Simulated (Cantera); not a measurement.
A perfectly stirred reactor is fed with H2 : O2 : N2 = 1.6 : 1 : 11 (molar parts), at 31000 Pa; it is held at 948 K, and followed from long to short residence time.

Computed with Cantera and GRI-Mech 3.0 (53 species, 325 reactions). Below about 950 K walls govern HO2 and H2O2 in real vessels. The temperature is held fixed by assumption; the heat of reaction is taken as removed at once.

### Question
What does this change do: pressure from 31000 Pa to 52000 Pa?

### Answer
| quantity | before | after |
|---|---|---|
| x(H2) at τ = 0.370 s | 0.00290 | 0.00856 |
| x(O2) at τ = 0.370 s | 0.0170 | 0.0198 |
| x(NO2) at τ = 0.370 s | 1.35e-10 | 1.58e-10 |
| x(HO2) at τ = 0.370 s | 7.43e-6 | 1.49e-5 |
| x(O) at τ = 0.370 s | 2.58e-5 | 5.50e-6 |
| x(H2) at τ = 16.0 ms | 0.0129 | 0.0192 |
| x(O2) at τ = 16.0 ms | 0.0221 | 0.0251 |
| x(NO2) at τ = 16.0 ms | 6.12e-11 | 9.22e-11 |
| x(HO2) at τ = 16.0 ms | 1.05e-5 | 1.93e-5 |
| x(O) at τ = 16.0 ms | 0.000165 | 5.59e-5 |
